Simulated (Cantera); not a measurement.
**Carbon deposition, reforming and gasification: C2H6 + NH3 + N2**

A closed system holds: 1 mol C2H6, 0.79 mol NH3, 16 mol N2, equilibrated at 690 Pa.

Method: chemical equilibrium by Gibbs-energy minimisation in Cantera with the NASA 1993 tables (ideal gas, pure condensed phases). Candidate condensed phases: C, C6H6, C7H8, C8H18; 92 gas species. Rates play no part.

| T (K) | x N2 | x H | x H2 | x HCN | x CN | n C(graphite) |
|---|---|---|---|---|---|---|
| 950 | 0.797 | 3.02e-9 | 0.203 | 8.98e-7 | <1e-12 | 2.00 |
| 1150 | 0.797 | 4.05e-7 | 0.203 | 1.68e-5 | <1e-12 | 2.00 |
| 1350 | 0.797 | 1.29e-5 | 0.203 | 0.000131 | 1.99e-11 | 2.00 |
| 1550 | 0.796 | 0.000171 | 0.203 | 0.000598 | 3.03e-9 | 1.99 |
| 1750 | 0.795 | 0.00126 | 0.202 | 0.00191 | 1.45e-7 | 1.96 |
| 1950 | 0.792 | 0.00613 | 0.197 | 0.00476 | 3.10e-6 | 1.89 |
| 2150 | 0.783 | 0.0218 | 0.185 | 0.00970 | 3.71e-5 | 1.77 |
| 2350 | 0.764 | 0.0596 | 0.158 | 0.0165 | 0.000288 | 1.57 |
| 2550 | 0.732 | 0.126 | 0.113 | 0.0230 | 0.00159 | 1.31 |
| 2750 | 0.691 | 0.205 | 0.0618 | 0.0258 | 0.00680 | 0.837 |
x: gas mole fraction; n: condensed amount in mol.

From 950 K to 2750 K the condensed part is C(graphite). The main C-bearing gas is CH4 at 950 K and HCN at 2750 K.
